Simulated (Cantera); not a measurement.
# Equilibrium for silicon carbide growth: (CH3)2SiCl2 + HCl + H2

Feed: 1 mol (CH3)2SiCl2, 0.11 mol HCl, 200 mol H2, held at 1523.15 K and 37000 Pa.

Cantera equilibrium calculation (NASA polynomials, part measured and part estimated; ideal gas, pure solids and liquids). Candidate condensed phases: C, C6H6, C7H8, C8H18, Si, SiC; 109 gas species. The feed counts by its element totals alone. The numbers say what is thermodynamically allowed, not how fast it happens.

| Property | Result |
|---|---|
| x(H2) | 0.989 |
| x(HCl) | 0.0103 |
| x(CH4) | 0.000832 |
| x(H) | 3.78e-5 |
| x(C2H2 (acetylene)) | 1.17e-5 |
| x(SiCl2) | 2.82e-6 |
| n(C(graphite)) | 0.826 mol |
| n(SiC(s)) | 0.999 mol |
| gas amount | 203.9 mol |
| log10 activity of Si(s) (absent) | -2.10 |
